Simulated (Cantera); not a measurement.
Cantera run, input and output.

```python
import numpy as np
import cantera as ct

gas = ct.Solution("gri30.yaml")
gas.TPX = 1250, 500000, {'CO': 1, 'H2': 0.051, 'CH4': 0.068, 'O2': 0.727, 'N2': 7.27}
reactor = ct.IdealGasReactor(gas, energy="on", clone=False)
net = ct.ReactorNet([reactor])
net.rtol, net.atol = 1e-08, 1e-16
show = ['CO', 'H2', 'CH4', 'CH2CO', 'O', 'O2', 'NO']
times = np.geomspace(2e-06, 3, 12)

steps = ct.SolutionArray(gas, extra=["t"])
rows = []
print(f"{'t/s':>10s}{'T/K':>9s}{'P/Pa':>11s}" + "".join(f"{s:>11s}" for s in show))
for t in times:
    while net.time < t:
        t_next = net.step()
        steps.append(gas.state, t=t_next)
    rows.append([np.interp(t, steps.t, y) for y in (steps.T, steps.P, *steps(*show).X.T)])
    print(f"{t:10.3e}{rows[-1][0]:9.1f}{rows[-1][1]:11.4g}" + "".join(f"{x:11.3e}" for x in rows[-1][2:]))
rate = np.gradient(steps.T, steps.t)
print("integrator steps:", len(steps.t))
if steps.T.max() > steps.T[0] + 200:
    print(f"time of steepest temperature rise: {steps.t[rate.argmax()]:.4e} s")
gas.TPX = 1250, 500000, {'CO': 1, 'H2': 0.051, 'CH4': 0.068, 'O2': 0.727, 'N2': 7.27}
gas.equilibrate("UV")
print(f"equilibrium (UV): T = {gas.T:.1f} K  " + "  ".join(f"{s} {gas[s].X[0]:.3e}" for s in show))
```

Result:

```
       t/s      T/K       P/Pa         CO         H2        CH4      CH2CO          O         O2         NO
 2.000e-06   1250.0      5e+05  1.097e-01  5.595e-03  7.459e-03  5.809e-15  5.965e-09  7.975e-02  3.168e-18
 7.286e-06   1250.0      5e+05  1.097e-01  5.595e-03  7.459e-03  2.435e-13  1.480e-08  7.975e-02  3.751e-17
 2.654e-05   1250.0      5e+05  1.097e-01  5.594e-03  7.459e-03  1.262e-11  5.197e-08  7.975e-02  6.517e-16
 9.670e-05   1251.1  5.004e+05  1.096e-01  5.567e-03  7.382e-03  4.653e-08  4.390e-06  7.965e-02  3.106e-12
 3.523e-04   2384.4  9.078e+05  1.694e-02  5.132e-04  9.303e-18  1.790e-18  9.199e-04  1.523e-02  2.264e-04
 1.283e-03   2453.1  9.301e+05  9.963e-03  2.966e-04  3.556e-18  2.809e-19  4.098e-04  1.169e-02  8.986e-04
 4.675e-03   2448.6  9.284e+05  1.000e-02  2.989e-04  3.700e-18  2.797e-19  3.862e-04  1.094e-02  2.484e-03
 1.703e-02   2442.9  9.262e+05  1.010e-02  3.032e-04  3.910e-18  2.817e-19  3.605e-04  1.008e-02  4.354e-03
 6.205e-02   2441.9  9.259e+05  1.012e-02  3.040e-04  3.948e-18  2.822e-19  3.562e-04  9.938e-03  4.665e-03
 2.260e-01   2441.9  9.259e+05  1.012e-02  3.040e-04  3.948e-18  2.822e-19  3.562e-04  9.938e-03  4.666e-03
 8.235e-01   2441.9  9.259e+05  1.012e-02  3.040e-04  3.948e-18  2.822e-19  3.562e-04  9.938e-03  4.666e-03
 3.000e+00   2441.9  9.259e+05  1.012e-02  3.040e-04  3.948e-18  2.822e-19  3.562e-04  9.938e-03  4.666e-03
integrator steps: 1776
time of steepest temperature rise: 2.1340e-04 s
equilibrium (UV): T = 2441.9 K  CO 1.012e-02  H2 3.040e-04  CH4 5.437e-18  CH2CO 3.454e-19  O 3.562e-04  O2 9.938e-03  NO 4.666e-03
```

Model: GRI-Mech 3.0 (53 species, 325 reactions), integrated in Cantera.
